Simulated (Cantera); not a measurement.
# Equilibrium for chlorosilane synthesis and conversion: Si + HCl + H₂

A closed system holds: 1 mol Si, 2.1 mol HCl, 1.7 mol H₂, held at 9000 Torr.

Equilibrium computed with Cantera from the NASA thermochemical tables; the gas is ideal and each condensed phase is pure. Candidate condensed phases: Si; 19 gas species. The tables' values for SiCl₃ are old estimates; treat these amounts as uncertain. The numbers say what is thermodynamically allowed, not how fast it happens.

| T (K) | x H₂ | x SiCl₄ | x SiHCl₃ | x HCl | x SiH₂Cl₂ | n Si(s) |
|---|---|---|---|---|---|---|
| 1023 | 0.803 | 0.0902 | 0.0893 | 0.00687 | 0.00978 | 0.392 |
| 1048 | 0.802 | 0.0901 | 0.0884 | 0.00836 | 0.00987 | 0.394 |
| 1073 | 0.801 | 0.0899 | 0.0876 | 0.0101 | 0.00995 | 0.395 |
| 1098 | 0.799 | 0.0896 | 0.0867 | 0.0120 | 0.0100 | 0.397 |
| 1123 | 0.798 | 0.0892 | 0.0857 | 0.0142 | 0.0101 | 0.398 |
| 1148 | 0.796 | 0.0887 | 0.0846 | 0.0167 | 0.0101 | 0.400 |
| 1173 | 0.794 | 0.0880 | 0.0835 | 0.0195 | 0.0101 | 0.402 |
| 1198 | 0.792 | 0.0871 | 0.0823 | 0.0226 | 0.0102 | 0.404 |
| 1223 | 0.790 | 0.0861 | 0.0809 | 0.0259 | 0.0101 | 0.406 |
x: gas mole fraction; n: condensed amount in mol.

From 1023 K to 1223 K the condensed part is Si(s). The main Si-bearing gas is SiCl₄ throughout. The share of Si in condensed phases is highest at 1223 K (40.6 %) and lowest at 1023 K (39.2 %).
